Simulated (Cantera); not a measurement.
## N2O furnace oxynitridation

An isothermal, constant-pressure homogeneous reactor starts with 70.9 % N₂O, 29.1 % N₂, at 1225 K and 113 Torr.

Detailed kinetics in Cantera: GRI-Mech 3.0 (53 species, 325 reactions). GRI-Mech 3.0 was tuned for natural gas; its chemistry of N2O as a main component is partial and can be far from experiment. The mechanism lacks the step 2 NO + O2 → 2 NO2, which can matter for NO2 below about 1400 K. The temperature is held fixed by assumption; the heat of reaction is taken as removed at once.

```tsv
t (s)	x N₂O	x NO	x NO₂	x O₂	x O	x N₂
8.00e-5	0.709	4.71e-7	<1e-12	1.81e-6	2.10e-6	0.291
0.000220	0.709	2.02e-6	4.64e-12	7.77e-6	2.62e-6	0.291
0.000606	0.709	6.62e-6	4.95e-11	2.54e-5	2.66e-6	0.291
0.00167	0.709	1.93e-5	4.18e-10	7.41e-5	2.66e-6	0.291
0.00459	0.709	5.42e-5	3.26e-9	0.000208	2.66e-6	0.291
0.0126	0.707	0.000150	2.39e-8	0.000576	2.66e-6	0.292
0.0348	0.704	0.000413	1.61e-7	0.00159	2.66e-6	0.294
0.0959	0.696	0.00113	9.13e-7	0.00434	2.66e-6	0.299
0.264	0.673	0.00304	3.80e-6	0.0117	2.65e-6	0.312
0.727	0.616	0.00790	1.17e-5	0.0304	2.63e-6	0.346
2.00	0.487	0.0188	2.98e-5	0.0726	2.59e-6	0.422
```
x: mole fraction; the columns are a selection and need not sum to one.

Equilibrium at this temperature and pressure: N₂O 6.63e-9, NO 0.000256, NO₂ 1.66e-6, O₂ 0.262, O 5.59e-8, N₂ 0.738 (gas phase only).
